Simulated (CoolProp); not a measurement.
Vapour-liquid equilibrium of propane (1) + n-butane (2) at 3.38 bar; x and y are mole fractions of (1).

Model: multi-fluid Helmholtz-energy mixture model, Lemmon 2009 and Bücker 2006; pair parameters Kunz 2012, in CoolProp.

```csv
x,bubble temperature (K),y at the bubble point,dew temperature at overall composition x (K),liquid density (mol/L)
0.05,305.2,0.143,307.8,9.777
0.2,294.7,0.461,303.5,10.20
0.35,286.1,0.663,298.7,10.60
0.5,279.0,0.794,293.2,…
0.65,273.1,0.882,286.7,11.39
0.8,268.1,…,…,11.78
0.95,263.8,0.988,267.5,12.17
```

**Question.** Complete the blanks.

**Answer.** 
- 0.5, liquid density (mol/L): 11.00
- 0.8, y at the bubble point: 0.943
- 0.8, dew temperature at overall composition x (K): 278.7

No azeotrope shows between x = 0.05 and 0.95.

Pair parameters are fitted to limited data, so mixtures are less certain than the pure fluids.
